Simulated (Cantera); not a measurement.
# Equilibrium for carbon deposition, reforming and gasification: CH3OH + CO2

Feed: 1 mol CH3OH, 1.6 mol CO2, held at 100 Torr.

Equilibrium computed with Cantera from the NASA thermochemical tables; the gas is ideal and each condensed phase is pure. Candidate condensed phases: C, C6H6, C7H8, C8H18, H2O; 110 gas species. The numbers say what is thermodynamically allowed, not how fast it happens.

From 2150 K to 2750 K nothing is condensed. The main C-bearing gas is CO throughout.

| T (K) | x CO | x H2O | x H2 | x CO2 | x H | x OH |
|---|---|---|---|---|---|---|
| 2150 | 0.455 | 0.237 | 0.194 | 0.109 | 0.00508 | 0.000804 |
| 2250 | 0.456 | 0.238 | 0.189 | 0.106 | 0.00884 | 0.00168 |
| 2350 | 0.457 | 0.238 | 0.184 | 0.103 | 0.0146 | 0.00327 |
| 2450 | 0.457 | 0.236 | 0.178 | 0.0998 | 0.0232 | 0.00600 |
| 2550 | 0.455 | 0.230 | 0.171 | 0.0962 | 0.0354 | 0.0104 |
| 2650 | 0.452 | 0.219 | 0.164 | 0.0912 | 0.0520 | 0.0169 |
| 2750 | 0.447 | 0.201 | 0.157 | 0.0838 | 0.0742 | 0.0256 |
x: gas mole fraction; nothing condenses.
